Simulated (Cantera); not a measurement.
A closed system holds: 1 mol SiHCl3, 0.23 mol C3H8, 2.1 mol H2, held at 8.60 mbar.

These are equilibrium values from Cantera (NASA tables, ideal gas, pure condensed phases), not measurements of a reactor. Candidate condensed phases: C, C6H6, C7H8, C8H18, Si, SiC; 109 gas species. Gases not in the tables: Si2H6 and higher silanes. Equilibrium is a limit: real reactors are often held back by kinetics, nucleation or transport.

Problem. What share of the Si ends up in condensed phases as a function of T (K), at 1723, 1773, 1823, 1873, 1923, 1973, 2023, 2073, 2123, 2173?

Solution. 
```json
[
 {"T (K)": "1723", "Si condensed (%)": "69.0", "as": "SiC(s)"},
 {"T (K)": "1773", "Si condensed (%)": "69.0", "as": "SiC(s)"},
 {"T (K)": "1823", "Si condensed (%)": "69.0", "as": "SiC(s)"},
 {"T (K)": "1873", "Si condensed (%)": "68.9", "as": "SiC(s)"},
 {"T (K)": "1923", "Si condensed (%)": "68.8", "as": "SiC(s)"},
 {"T (K)": "1973", "Si condensed (%)": "68.7", "as": "SiC(s)"},
 {"T (K)": "2023", "Si condensed (%)": "67.4", "as": "SiC(s)"},
 {"T (K)": "2073", "Si condensed (%)": "65.0", "as": "SiC(s)"},
 {"T (K)": "2123", "Si condensed (%)": "62.4", "as": "SiC(s)"},
 {"T (K)": "2173", "Si condensed (%)": "59.2", "as": "SiC(s)"}
]
```
